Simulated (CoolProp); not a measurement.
Vapour-liquid equilibrium of carbonyl sulfide (1) + propane (2) at 366 kPa; x and y are mole fractions of (1).

Values from CoolProp's multi-fluid Helmholtz-energy mixture model, Lemmon 2006 and Lemmon 2009; pair parameters Bell 2016.

```tsv
x	bubble temperature, mixture model (K)	bubble temperature, Raoult's law (K)	y, mixture model	y, Raoult's law
0.05	264.1	264.3	0.072	0.068
0.15	262.7	263.2	0.200	0.196
0.25	261.6	262.1	0.314	0.316
0.35	260.6	261.1	0.418	0.427
0.45	259.7	260.1	0.518	0.531
0.55	258.8	259.1	0.614	0.629
0.65	258.0	258.2	0.706	0.721
0.75	257.2	257.3	0.796	0.807
0.85	256.4	256.4	0.882	0.887
0.95	255.6	255.6	0.962	0.964
```

The largest gap from Raoult's law is -0.5 K in bubble temperature, at x = 0.25. No azeotrope shows between x = 0.05 and 0.95.

The pair parameters rest on a limited set of measurements; away from them the model extrapolates.
